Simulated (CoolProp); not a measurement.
A simple Rankine cycle with fluoroethane (R161): condensing at 318.15 K, boiler at 3.71 MPa, turbine inlet 374.4 K, turbine efficiency 0.8, pump efficiency 0.8, no recuperator. Each further row changes one setting.

Values from CoolProp's reference Helmholtz-energy equation of state, Wu 2012.

| case | thermal efficiency (%) | net work (kJ/kg) | heat in (kJ/kg) | turbine exit temperature (K) | volume ratio over the turbine |
|---|---|---|---|---|---|
| as stated | 7.7 | 26.2 | 340 | 325.0 | 2.50 |
| turbine inlet 394.4 K | 8.1 | 31.3 | 388 | 349.1 | 2.44 |
| condensing temperature 310.15 K | 9.0 | 32.5 | 359 | 315.4 | 3.04 |
| boiler pressure 2.6 MPa | 5.1 | 19.2 | 374 | 348.5 | 1.69 |
| turbine efficiency 0.7 | 6.6 | 22.4 | 340 | 327.1 | 2.54 |
